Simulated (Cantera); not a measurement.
An isothermal, constant-pressure homogeneous reactor starts with H₂ : O₂ = 0.061 : 1 (molar parts), equivalence ratio 0.030, at 1350 K and 0.00237 atm. Integrator tolerance rtol = 1e-08.

Model: GRI-Mech 3.0 (53 species, 325 reactions), integrated in Cantera. Radical loss at walls, strong at low pressure, is not modelled. The temperature is held fixed by assumption; the heat of reaction is taken as removed at once.

Question: What does this change do: O2 1 to 0.74 parts?

Answer: 
```
quantity                                             before                                     after
-----------------  ----------------------------------------  ----------------------------------------
x(H₂) at 4.00 s    0.000227 (gas-phase equilibrium 2.56e-7)  0.000252 (gas-phase equilibrium 3.46e-7)
x(O₂) at 4.00 s         0.932 (gas-phase equilibrium 0.941)       0.913 (gas-phase equilibrium 0.921)
x(O) at 4.00 s      0.00768 (gas-phase equilibrium 8.41e-6)   0.00617 (gas-phase equilibrium 8.32e-6)
x(OH) at 4.00 s     0.00276 (gas-phase equilibrium 9.30e-5)  0.00287 (gas-phase equilibrium 0.000107)
x(H₂O₂) at 4.00 s  9.39e-9 (gas-phase equilibrium 2.23e-10)  1.12e-8 (gas-phase equilibrium 2.95e-10)
x(HO₂) at 4.00 s    2.50e-7 (gas-phase equilibrium 3.10e-8)   2.81e-7 (gas-phase equilibrium 3.53e-8)
x(H) at 4.00 s     0.000677 (gas-phase equilibrium 2.48e-8)  0.000578 (gas-phase equilibrium 2.88e-8)
```

Question: What does this change do: O2 1 to 0.37 parts?

Answer: 
```json
[
 {"quantity": "x(H₂) at 4.00 s", "before": "0.000227 (gas-phase equilibrium 2.56e-7)", "after": "0.000238 (gas-phase equilibrium 6.93e-7)"},
 {"quantity": "x(O₂) at 4.00 s", "before": "0.932 (gas-phase equilibrium 0.941)", "after": "0.844 (gas-phase equilibrium 0.848)"},
 {"quantity": "x(O) at 4.00 s", "before": "0.00768 (gas-phase equilibrium 8.41e-6)", "after": "0.00276 (gas-phase equilibrium 7.98e-6)"},
 {"quantity": "x(OH) at 4.00 s", "before": "0.00276 (gas-phase equilibrium 9.30e-5)", "after": "0.00268 (gas-phase equilibrium 0.000145)"},
 {"quantity": "x(H₂O₂) at 4.00 s", "before": "9.39e-9 (gas-phase equilibrium 2.23e-10)", "after": "1.47e-8 (gas-phase equilibrium 5.45e-10)"},
 {"quantity": "x(HO₂) at 4.00 s", "before": "2.50e-7 (gas-phase equilibrium 3.10e-8)", "after": "3.09e-7 (gas-phase equilibrium 4.60e-8)"},
 {"quantity": "x(H) at 4.00 s", "before": "0.000677 (gas-phase equilibrium 2.48e-8)", "after": "0.000262 (gas-phase equilibrium 4.08e-8)"}
]
```
